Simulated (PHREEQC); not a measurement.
0.14 g of hydrous ferric oxide (600 m²/g; 0.2 weak and 0.005 strong sites per Fe, Dzombak-Morel constants, diffuse double layer) in 1 kg of water with 0.1 mol/kgw of an inert sodium salt and 3.5e-05 mol/kgw Na2SO4, at 25 °C; the pH is set by adding NaOH or the inert anion's acid. Oxygen alone is held at its pressure in air (log pO2 = -0.68). No CO2 enters from the air. No solid was allowed to form.

Base run: PHREEQC, ion-association model, wateq4f.dat. Each further column changes one thing. The table gives S sorbed (%).

| pH | base | background salt from 0.1 to 0.01 mol/kgw | oxide from 0.14 to 0.7 g/kgw | 7.4e-05 mol/kgw SrCl2 added |
|---|---|---|---|---|
| 3 | 94.0 | 99.9 | 99.4 | 94.0 |
| 3.5 | 93.7 | 99.9 | 99.4 | 93.6 |
| 4 | 92.1 | 99.8 | (withheld) | 92.0 |
| 5 | 77.1 | (withheld) | 97.0 | (withheld) |
| 5.5 | 57.5 | 89.2 | 91.4 | 57.4 |
| 6 | 32.2 | (withheld) | 74.7 | 32.1 |
| 6.5 | 11.9 | 33.1 | 41.6 | 11.9 |
| 7 | 2.8 | 9.0 | 12.7 | 2.8 |
| 8 | 0.1 | 0.2 | 0.4 | 0.1 |
| 8.5 | 0.0 | 0.0 | 0.1 | 0.0 |
| 9 | 0.0 | 0.0 | 0.0 | 0.0 |

Task: Complete the blanks.

Result: 
- 4, oxide from 0.14 to 0.7 g/kgw: 99.2
- 5, background salt from 0.1 to 0.01 mol/kgw: 97.4
- 5, 7.4e-05 mol/kgw SrCl2 added: 77.0
- 6, background salt from 0.1 to 0.01 mol/kgw: 66.1

The oxide is taken as insoluble; below pH 4 it would dissolve.
